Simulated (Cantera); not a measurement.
Feed: 1 mol C2H6, 0.57 mol O2, 26 mol H2, at 93.0 mbar.

These are equilibrium values from Cantera (NASA tables, ideal gas, pure condensed phases), not measurements of a reactor. Candidate condensed phases: C, C6H6, C7H8, C8H18, H2O; 110 gas species. The numbers say what is thermodynamically allowed, not how fast it happens. All values below are at 1673 K.

Base state: H2 0.962, CO 0.0378, H 0.000366, CH4 0.000104, C2H2 (acetylene) 5.48e-5 (mole fractions); condensed: C(graphite).

### Question
What changes in the equilibrium state with this change: O2 from 0.57 to 0.084 mol?

### Answer
```tsv
species	before	after
H2	0.962	0.994
CO	0.0378	0.00576
H	0.000366	0.000372
CH4	0.000104	0.000111
C2H2 (acetylene)	5.48e-5	5.66e-5
C(graphite), mol	0.854	1.83
```
